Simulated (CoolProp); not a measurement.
Vapour-liquid equilibrium of methanol (1) + water (2) at 362.2 K; x and y are mole fractions of (1).

The numbers come from the multi-fluid Helmholtz-energy mixture model, de Reuck 1993 and Wagner 2002; pair parameters Bell 2016 in CoolProp.

Give the bubble pressure and the first vapour's composition at x = 0.15, 0.75, 0.85. Is there an azeotrope?

x = 0.15: 108.0 kPa, y = 0.450; x = 0.75: 211.1 kPa, y = 0.892; x = 0.85: 225.6 kPa, y = 0.935. No azeotrope shows between x = 0.05 and 0.95.

Pair parameters are fitted to limited data, so mixtures are less certain than the pure fluids.
